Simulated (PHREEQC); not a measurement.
0.1 mol of Fluorite (CaF2) is brought to equilibrium with 1 kg of water holding 0.2 mol/kgw NaCl, with rising amounts of HCl, at 37 °C. Oxygen is held at 0.21 atm. No CO2 enters from the air. Only these solids could form: Fluorite.

Base run: PHREEQC, ion-association model, phreeqc.dat. Each further column changes one thing. The table gives pH.

```csv
HCl added (mol),base,temperature from 37 to 10 °C,temperature from 37 to 45 °C
0,6.91,7.31,6.81
0.0208,1.90,1.84,1.92
0.0625,1.39,1.35,1.41
0.0833,1.26,1.22,1.27
0.104,1.16,(withheld),1.17
0.146,1.01,0.98,1.02
0.167,0.95,(withheld),0.96
0.188,0.90,(withheld),0.91
0.229,0.81,0.78,0.82
0.25,0.77,0.74,0.78
```

Task: Complete the blanks.

Result: 
- 0.104, temperature from 37 to 10 °C: 1.13
- 0.167, temperature from 37 to 10 °C: 0.92
- 0.188, temperature from 37 to 10 °C: 0.87

Away from 25 °C the constants follow the database's enthalpies or fits; those with neither stay at their 25 °C values.
